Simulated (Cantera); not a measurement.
A perfectly stirred reactor is fed with 7.32 % H2, 4.88 % O2, 87.8 % N2, equivalence ratio 0.75, at 0.620 bar; it is held at 1175 K, and followed from long to short residence time.

Detailed kinetics in Cantera: GRI-Mech 3.0 (53 species, 325 reactions). The temperature is held fixed by assumption; the heat of reaction is taken as removed at once.

x: mole fraction; the columns are a selection and need not sum to one.

| τ (s) | x H2 | x O2 | x O | x H2O2 | x H | x N2O | x H2O |
|---|---|---|---|---|---|---|---|
| 0.58 | 0.000192 | 0.0127 | 2.22e-5 | 3.69e-7 | 1.58e-5 | (withheld) | 0.0757 |
| 0.29 | 0.000300 | 0.0128 | 3.58e-5 | 4.83e-7 | 3.14e-5 | (withheld) | 0.0756 |
| 0.15 | 0.000456 | 0.0128 | 5.61e-5 | 6.04e-7 | 6.01e-5 | (withheld) | 0.0754 |
| 0.073 | 0.000714 | 0.0129 | 9.06e-5 | 7.41e-7 | 0.000121 | (withheld) | 0.0750 |
| 0.037 | 0.00108 | 0.0131 | 0.000141 | 8.62e-7 | 0.000233 | (withheld) | 0.0746 |
| 0.018 | 0.00166 | 0.0134 | 0.000223 | 9.66e-7 | 0.000458 | (withheld) | 0.0738 |
| 0.0091 | 0.00247 | 0.0138 | 0.000339 | 1.03e-6 | 0.000851 | (withheld) | 0.0727 |
| 0.0046 | 0.00363 | 0.0144 | 0.000507 | 1.07e-6 | 0.00154 | (withheld) | 0.0710 |
| 0.0023 | 0.00529 | 0.0154 | 0.000748 | 1.08e-6 | 0.00270 | (withheld) | 0.0686 |
| 0.0011 | 0.00777 | 0.0168 | 0.00110 | 1.06e-6 | 0.00464 | (withheld) | 0.0649 |

What belongs in the gaps?


- 0.58, x N2O: 2.57e-7
- 0.29, x N2O: 2.16e-7
- 0.15, x N2O: 1.81e-7
- 0.073, x N2O: 1.47e-7
- 0.037, x N2O: 1.21e-7
- 0.018, x N2O: 9.74e-8
- 0.0091, x N2O: 7.94e-8
- 0.0046, x N2O: 6.50e-8
- 0.0023, x N2O: 5.33e-8
- 0.0011, x N2O: 4.35e-8
